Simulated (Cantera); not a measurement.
Cantera run:

```python
import numpy as np
import cantera as ct

gas_names = """
    H HO2 H2 H2O H2O2 O OH O2 O3 Si SiH SiH2 SiH3 SiH4 SiO SiO2 Si2 Si3
""".split()
cond_names = """
    H2O(s) H2O(L) Si(cr) Si(L) SiO2(Lqz) SiO2(hqz) SiO2(L)
""".split()


# ... load() reads the species with a 1 bar reference pressure and builds the phases ...
atoms = {
    'Si2H6': {'Si': 2, 'H': 6},
    'O3': {'O': 3},
}
top_T = {}  # K; cautious upper limits of use, not melting points


# ... equilibrate(T, P, feed) seeds the gas with the atoms and calls Mixture.equilibrate('TP', solver="vcs", rtol=1e-11, max_steps=5000) ...
results = []
feed = {'Si2H6': 1, 'O3': 0.19}  # mol
T = 1573  # K
P = 1333.22  # Pa
mix = equilibrate(T, P, feed)
results.append((T, P, feed, dict(zip(mix.species_names, mix.species_moles))))
x = sorted(zip(gas.X, gas.species_names), reverse=True)
print(f"T = {T:g} K  P = {P:g} Pa  gas = {mix.phase_moles(0):.4g} mol")
print("   x: " + "  ".join(f"{s} {v:.3e}" for v, s in x if v > 1e-06))
print("   condensed (mol): " + ("  ".join(f"{mix.phase(i).name} {mix.phase_moles(i):.4g}"
      for i in range(1, mix.n_phases) if mix.phase_moles(i) > 1e-12) or "none"))
```

It prints:

```
T = 1573 K  P = 1333.22 Pa  gas = 3.48 mol
   x: H2 8.619e-01  SiO 1.378e-01  H 3.269e-04  H2O 6.005e-06  Si 4.124e-06  SiH2 3.163e-06  SiH 1.064e-06
   condensed (mol): Si(cr) 1.475  SiO2(hqz) 0.04526
```

Method: chemical equilibrium by Gibbs-energy minimisation in Cantera with the NASA 1993 tables (ideal gas, pure condensed phases). The feed counts by its element totals alone. Mutual solubility and eutectic melting of coexisting phases are not modelled. The tables hold silica as quartz up to 1696 K and as liquid above; real silica turns to tridymite and cristobalite and melts near 1996 K.
